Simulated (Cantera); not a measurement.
**Adiabatic ignition**

An adiabatic, constant-volume homogeneous reactor starts with 12.3 % CH4, 0.799 % C2H6, 18.3 % O2, 68.6 % N2, equivalence ratio 1.5, at 1750 K and 11.0 bar.

Computed with Cantera and GRI-Mech 3.0 (53 species, 325 reactions). Above 3000 K some thermodynamic fits are extrapolated.

```csv
t (s),T (K),P (bar),x CH4,x C2H6,x O2,x H2O,x O
5.00e-6,1774,11.2,0.115,0.00605,0.177,0.00613,7.88e-6
1.36e-5,3237,22.7,3.71e-11,<1e-12,0.00188,0.154,0.00220
3.69e-5,3224,22.7,4.13e-11,<1e-12,0.00164,0.153,0.00198
0.000100,3221,22.6,4.20e-11,<1e-12,0.00160,0.153,0.00194
0.000273,3221,22.6,4.20e-11,<1e-12,0.00160,0.153,0.00194
0.000741,3221,22.6,4.20e-11,<1e-12,0.00160,0.153,0.00194
0.00202,3221,22.6,4.20e-11,<1e-12,0.00160,0.153,0.00194
0.00548,3221,22.6,4.20e-11,<1e-12,0.00160,0.153,0.00194
0.0149,3221,22.6,4.20e-11,<1e-12,0.00160,0.153,0.00194
0.0405,3221,22.6,4.20e-11,<1e-12,0.00160,0.153,0.00194
0.110,3221,22.6,4.20e-11,<1e-12,0.00160,0.153,0.00194
0.299,3221,22.6,4.20e-11,<1e-12,0.00160,0.153,0.00194
0.812,3221,22.6,4.20e-11,<1e-12,0.00160,0.153,0.00194
2.21,3221,22.6,4.20e-11,<1e-12,0.00160,0.153,0.00194
6.00,3221,22.6,4.20e-11,<1e-12,0.00160,0.153,0.00194
```
x: mole fraction; the columns are a selection and need not sum to one.

```json
{
  "time_of_steepest_temperature_rise": "10.3 µs",
  "temperature at 6.00 s": "3221 K",
  "equilibrium_temperature": "3221 K",
  "x(CH4) at 6.00 s": "4.20e-11 (gas-phase equilibrium 4.87e-11)",
  "x(C2H6) at 6.00 s": "<1e-12 (gas-phase equilibrium <1e-12)",
  "x(O2) at 6.00 s": "0.00160 (gas-phase equilibrium 0.00160)"
}
```
